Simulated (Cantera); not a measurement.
A closed system holds: 1 mol SiO2, 2.4 mol C, 1.3 mol N2, 0.92 mol CO, equilibrated at 1200 °C and 0.0100 bar.

These are equilibrium values from Cantera (NASA tables, ideal gas, pure condensed phases), not measurements of a reactor. Candidate condensed phases: C, Si, SiC, SiO2, Si2N2O, Si3N4; 34 gas species. N2 is the only nitrogen source here; it is nearly inert below about 1500 K, so the nitride shown seldom forms there in practice. Rates play no part.

Base state: CO 0.751, N2 0.249, SiO 0.000314 (mole fractions); condensed: C(graphite) + Si2N2O(s).

Problem. What changes in the equilibrium state with this change: temperature from 1200 °C to 2300 °C?

Solution. 
| species | before | after |
|---|---|---|
| CO | 0.751 | 0.562 |
| N2 | 0.249 | 0.253 |
| Si | <1e-9 | 0.126 |
| SiC2 | <1e-9 | 0.0368 |
| Si2C | <1e-9 | 0.0114 |
| CN | <1e-9 | 0.000898 |
| Si2 | <1e-9 | 0.000579 |
| SiN | <1e-9 | 0.000572 |
| C3 | <1e-9 | 0.000133 |
| SiC | <1e-9 | 7.91e-5 |
| C(graphite), mol | 0.901 | 0 |
| Si2N2O(s), mol | 0.499 | 0 |
The tables' values for SiN are old estimates; treat these amounts as uncertain.
